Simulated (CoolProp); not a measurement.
The numbers come from the reference Helmholtz-energy equation of state, Lemmon 2013 in CoolProp.

**Question.** For propylene, give the phase and the density (kg/m³), Joule-Thomson coefficient (K/MPa), isothermal compressibility (1/MPa), viscosity (µPa s) at 109.05 °C and 2510 kPa.

**Answer.** 
- 109.05 °C and 2510 kPa: gas; density 40.7, Joule-Thomson coefficient 10.00, isothermal compressibility 0.500, viscosity 12.2

Viscosity comes from a separate model (Huber 2003), an estimate that may be off by 10 % or more.
